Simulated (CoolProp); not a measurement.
Vapour-liquid equilibrium of propylene (1) + R22 (2) at 2.35 MPa; x and y are mole fractions of (1).

Values from CoolProp's multi-fluid Helmholtz-energy mixture model, Lemmon 2013 and Kamei 1995; pair parameters Bell 2016.

| x | bubble temperature, mixture model (K) | bubble temperature, Raoult's law (K) | y, mixture model | y, Raoult's law |
|---|---|---|---|---|
| 0.05 | 330.9 | 331.6 | 0.059 | 0.052 |
| 0.15 | 329.7 | 331.4 | 0.169 | 0.156 |
| 0.25 | 328.8 | 331.2 | 0.271 | 0.258 |
| 0.35 | 328.1 | 330.9 | 0.368 | 0.360 |
| 0.45 | 327.7 | 330.7 | 0.462 | 0.461 |
| 0.55 | 327.5 | 330.5 | 0.554 | 0.561 |
| 0.65 | 327.5 | 330.3 | 0.646 | 0.660 |
| 0.75 | 327.7 | 330.1 | 0.740 | 0.758 |
| 0.85 | 328.2 | 329.9 | 0.839 | 0.856 |
| 0.95 | 329.0 | 329.7 | 0.944 | 0.952 |

The largest gap from Raoult's law is -3.0 K in bubble temperature, at x = 0.55. y crosses x between x = 0.55 and 0.65: the model has an azeotrope there.

Pair parameters are fitted to limited data, so mixtures are less certain than the pure fluids.
